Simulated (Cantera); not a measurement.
Feed: 1 mol CCl4, 0.033 mol Si, at 0.000120 bar.

Method: chemical equilibrium by Gibbs-energy minimisation in Cantera with the NASA 1993 tables (ideal gas, pure condensed phases). Candidate condensed phases: C, Si, SiC; 24 gas species. Equilibrium is a limit: real reactors are often held back by kinetics, nucleation or transport.

Q: Which condensed phases are stable at each of these points (T (K)): 1650, 1800, 1950, 2100, 2250, 2400, 2550, 2700, 2850, 3000, 3150, 3300, 3450?

A: 
| T (K) | condensed phases | Si condensed (%) |
|---|---|---|
| 1650 | C(graphite) | 0.0 |
| 1800 | C(graphite) | 0.0 |
| 1950 | C(graphite) | 0.0 |
| 2100 | C(graphite) | 0.0 |
| 2250 | C(graphite) | 0.0 |
| 2400 | C(graphite) | 0.0 |
| 2550 | C(graphite) | 0.0 |
| 2700 | gas only | 0.0 |
| 2850 | gas only | 0.0 |
| 3000 | gas only | 0.0 |
| 3150 | gas only | 0.0 |
| 3300 | gas only | 0.0 |
| 3450 | gas only | 0.0 |

From 1650 K to 2550 K the condensed part is C(graphite). From 2700 K to 3450 K nothing is condensed.
